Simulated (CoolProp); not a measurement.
A single-stage vapour-compression cycle with cyclopentane: evaporating at 307.15 K (dew point), condensing at 356.15 K (bubble point), superheat 8 K, subcooling 2 K, compressor efficiency 0.9, no pressure losses. Each further row changes one setting.

Computed with CoolProp (reference Helmholtz-energy equation of state, Gedanitz 2015).

```csv
case,cooling COP,pressure ratio,discharge temperature (K),refrigerating effect (kJ/kg),volumetric capacity (kJ/m³)
as stated,4.88,4.58,366.2,317,518
evaporating temperature 312.15 K,5.62,3.82,365.2,323,624
condensing temperature 351.15 K,5.55,4.00,361.6,328,535
subcooling 7 K,5.04,4.58,366.2,328,535
superheat 18 K,4.92,4.58,375.7,331,522
compressor efficiency 0.8,4.34,4.58,371.3,317,518
```
